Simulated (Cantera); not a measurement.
Feed: 1 mol SiC, 0.028 mol H2O, 41 mol H2, at 1423.15 K and 0.0203 Torr.

Equilibrium computed with Cantera from the NASA thermochemical tables; the gas is ideal and each condensed phase is pure. Candidate condensed phases: C, C6H6, C7H8, C8H18, H2O, Si, SiC, SiO2; 123 gas species. Rates play no part.

Base state: H2 0.998, H 0.00128, CO 0.000345, SiO 0.000337 (mole fractions); condensed: SiC(s).

Task: What changes in the equilibrium state with this change: pressure from 0.0203 Torr to 0.0413 Torr?

Result: 
| species | before | after |
|---|---|---|
| H2 | 0.998 | 0.998 |
| H | 0.00128 | 0.000897 |
| CO | 0.000345 | 0.000343 |
| SiO | 0.000337 | 0.000339 |
| SiC(s), mol | 0.986 | 0.986 |
